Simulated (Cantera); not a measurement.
## Adiabatic ignition

An adiabatic, constant-pressure homogeneous reactor starts with H2 : O2 : N2 = 1 : 0.417 : 1.57 (molar parts), equivalence ratio 1.2, at 1475 K and 1.00 atm.

Detailed kinetics in Cantera: the H2/O2 subset of GRI-Mech 3.0, which has no nitrogen chemistry.

```
t (s)     T (K)    x H2     x O2      x H    x H2O   x H2O2       x O
--------  -----  ------  -------  -------  -------  -------  --------
2.00e-6    1475   0.335    0.140  1.11e-6  8.17e-7  6.18e-9   1.32e-7
4.33e-6    1475   0.335    0.140  1.27e-5  1.37e-5  2.95e-8   1.57e-6
9.38e-6    1477   0.332    0.138  0.00190  0.00223  6.26e-7  0.000234
2.03e-5    1942  0.0833   0.0235    0.111    0.194  7.88e-7    0.0231
4.40e-5    2362  0.0887   0.0167   0.0704    0.218  2.67e-7    0.0162
9.53e-5    2672  0.0870   0.0115   0.0448    0.241  2.31e-7    0.0102
0.000206   2845  0.0838  0.00847   0.0321    0.257  3.11e-7   0.00688
0.000447   2872  0.0831  0.00799   0.0303    0.260  3.31e-7   0.00640
0.000969   2872  0.0831  0.00798   0.0303    0.260  3.31e-7   0.00640
0.00210    2872  0.0831  0.00798   0.0303    0.260  3.31e-7   0.00640
0.00454    2872  0.0831  0.00798   0.0303    0.260  3.31e-7   0.00640
0.00984    2872  0.0831  0.00798   0.0303    0.260  3.31e-7   0.00640
0.0213     2872  0.0831  0.00798   0.0303    0.260  3.31e-7   0.00640
0.0462     2872  0.0831  0.00798   0.0303    0.260  3.31e-7   0.00640
0.100      2872  0.0831  0.00798   0.0303    0.260  3.31e-7   0.00640
```
x: mole fraction; the columns are a selection and need not sum to one.

| Property | Value |
|---|---|
| time of steepest temperature rise | 14.2 µs |
| temperature at 0.100 s | 2872 K |
| equilibrium temperature | 2872 K |
| x(H2) at 0.100 s | 0.0831 (gas-phase equilibrium 0.0831) |
| x(O2) at 0.100 s | 0.00798 (gas-phase equilibrium 0.00798) |
| x(H) at 0.100 s | 0.0303 (gas-phase equilibrium 0.0303) |
